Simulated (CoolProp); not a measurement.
Properties of R1234yf along the isotherm 135.05 °C.

Values from CoolProp's reference Helmholtz-energy equation of state, Lemmon 2022.

```json
[
 {"p (kPa)": "1690", "phase": "gas", "Z": "0.8697", "cp (kJ/(kg K))": "1.175", "speed of sound (m/s)": "159.3", "expansivity (1/kK)": "3.963", "viscosity (µPa s)": "17.2"},
 {"p (kPa)": "3380", "phase": "gas", "Z": "0.7177", "cp (kJ/(kg K))": "1.390", "speed of sound (m/s)": "137.9", "expansivity (1/kK)": "7.351", "viscosity (µPa s)": "18.8"},
 {"p (kPa)": "5080", "phase": "supercritical", "Z": "0.5366", "cp (kJ/(kg K))": "2.015", "speed of sound (m/s)": "119.0", "expansivity (1/kK)": "16.76", "viscosity (µPa s)": "24.9"},
 {"p (kPa)": "6770", "phase": "supercritical", "Z": "0.4192", "cp (kJ/(kg K))": "2.214", "speed of sound (m/s)": "137.3", "expansivity (1/kK)": "16.80", "viscosity (µPa s)": "40.9"},
 {"p (kPa)": "8460", "phase": "supercritical", "Z": "0.4273", "cp (kJ/(kg K))": "1.849", "speed of sound (m/s)": "183.5", "expansivity (1/kK)": "9.610", "viscosity (µPa s)": "53.6"},
 {"p (kPa)": "10200", "phase": "supercritical", "Z": "0.4674", "cp (kJ/(kg K))": "1.687", "speed of sound (m/s)": "223.8", "expansivity (1/kK)": "6.766", "viscosity (µPa s)": "61.9"},
 {"p (kPa)": "11800", "phase": "supercritical", "Z": "0.5110", "cp (kJ/(kg K))": "1.610", "speed of sound (m/s)": "254.3", "expansivity (1/kK)": "5.470", "viscosity (µPa s)": "67.7"},
 {"p (kPa)": "13500", "phase": "supercritical", "Z": "0.5596", "cp (kJ/(kg K))": "1.558", "speed of sound (m/s)": "282.1", "expansivity (1/kK)": "4.630", "viscosity (µPa s)": "73.1"},
 {"p (kPa)": "15200", "phase": "supercritical", "Z": "0.6089", "cp (kJ/(kg K))": "1.522", "speed of sound (m/s)": "306.7", "expansivity (1/kK)": "4.064", "viscosity (µPa s)": "78.1"},
 {"p (kPa)": "16900", "phase": "supercritical", "Z": "0.6585", "cp (kJ/(kg K))": "1.495", "speed of sound (m/s)": "328.8", "expansivity (1/kK)": "3.651", "viscosity (µPa s)": "82.8"}
]
```

The peak of cp marks the crossing from liquid-like to gas-like fluid above the critical point.

Viscosity comes from a separate model (Bell 2016), an estimate that may be off by 10 % or more.
